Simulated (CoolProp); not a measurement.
Tetrahydrofuran at 293.15 K and 0.00622 MPa is compressed adiabatically to 0.0128 MPa with isentropic efficiency 0.85. Each further row changes one setting.

Computed with CoolProp (reference Helmholtz-energy equation of state, Fiedler 2023).

```json
[
 {"case": "as stated", "work (kJ/kg)": "[?]", "final temperature (K)": "320.5", "final density (kg/m³)": "[?]"},
 {"case": "efficiency 1", "work (kJ/kg)": "25.3", "final temperature (K)": "[?]", "final density (kg/m³)": "[?]"},
 {"case": "efficiency 0.65", "work (kJ/kg)": "[?]", "final temperature (K)": "328.3", "final density (kg/m³)": "0.339"}
]
```

What belongs in the gaps?


- as stated, work (kJ/kg): 29.7
- as stated, final density (kg/m³): 0.348
- efficiency 1, final temperature (K): 316.6
- efficiency 1, final density (kg/m³): 0.352
- efficiency 0.65, work (kJ/kg): 38.9
